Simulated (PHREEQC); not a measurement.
Solution (25 °C): 0.0012 mol/kgw ZnSO4, 0.0031 mol/kgw ZnCl2, 0.0021 mol/kgw HCl and 3.6e-05 mol/kgw NaCl. Closed to the air; pH follows from the charge balance.

The numbers come from PHREEQC with the ion-association model, phreeqc.dat.

Precipitation was switched off in this run.

Q: What pH, specific conductance does the model give?

A: pH 2.74; specific conductance 1700 µS/cm.

Q: In which forms is S present?

A: SO4-2 67 %, ZnSO4 24 %, HSO4- 8.3 % of the S.
